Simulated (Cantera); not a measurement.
A freely propagating, adiabatic, planar premixed flame of H₂ : O₂ : N₂ : H₂O = 1 : 0.5 : 1.88 : 0.1 (molar parts), equivalence ratio 1.0, unburnt at 350 K and 1.50 bar; mixture-averaged transport, grid criteria slope 0.08 and curve 0.16, no radiation.

Cantera simulation using the H2/O2 subset of GRI-Mech 3.0, which has no nitrogen chemistry; the numbers are that mechanism's predictions, not measurements. Burning velocities carry a grid error of a few per cent, more on coarse grids.

x: mole fraction of selected species; z is measured from the peak of heat release.

| z (mm) | T (K) | u (m/s) | x H₂ | x O₂ | x H₂O | x OH | x H₂O₂ | x O |
|---|---|---|---|---|---|---|---|---|
| -0.637 | 350 | 2.70 | 0.287 | 0.144 | 0.0287 | <1e-8 | <1e-8 | <1e-8 |
| -0.425 | 350 | 2.70 | 0.287 | 0.144 | 0.0287 | <1e-8 | <1e-8 | <1e-8 |
| -0.319 | 350 | 2.70 | 0.287 | 0.144 | 0.0287 | <1e-8 | <1e-8 | <1e-8 |
| -0.212 | 350 | 2.70 | 0.286 | 0.144 | 0.0288 | <1e-8 | … | <1e-8 |
| -0.106 | 372 | 2.83 | 0.274 | 0.146 | 0.0300 | 4.71e-6 | … | 1.15e-6 |
| -0.0531 | 632 | 4.63 | 0.232 | 0.143 | 0.0520 | 0.000860 | … | 0.000113 |
| 0 | 1112 | 7.88 | 0.157 | 0.113 | 0.126 | 0.00206 | … | 0.00207 |
| 0.0531 | 1450 | 10.2 | 0.0852 | 0.0652 | 0.214 | 0.00612 | … | 0.00625 |
| 0.106 | 1633 | 11.4 | 0.0523 | 0.0378 | 0.260 | 0.0102 | … | 0.00790 |
| 0.212 | 1812 | 12.5 | 0.0398 | 0.0247 | 0.284 | 0.0134 | … | 0.00728 |
| 0.425 | 1972 | 13.5 | 0.0353 | 0.0198 | 0.299 | 0.0141 | … | 0.00525 |
| 0.849 | 2110 | 14.3 | 0.0295 | 0.0155 | 0.313 | 0.0132 | … | 0.00332 |
| 1.70 | 2214 | 14.9 | 0.0231 | 0.0120 | 0.326 | 0.0114 | … | 0.00195 |

Problem. Some entries are withheld; supply them.

Solution. 
- -0.212, x H₂O₂: 2.13e-8
- -0.106, x H₂O₂: 9.54e-6
- -0.0531, x H₂O₂: 0.000112
- 0, x H₂O₂: 3.17e-5
- 0.0531, x H₂O₂: 5.67e-6
- 0.106, x H₂O₂: 3.14e-6
- 0.212, x H₂O₂: 1.58e-6
- 0.425, x H₂O₂: 8.33e-7
- 0.849, x H₂O₂: 5.11e-7
- 1.70, x H₂O₂: 3.53e-7
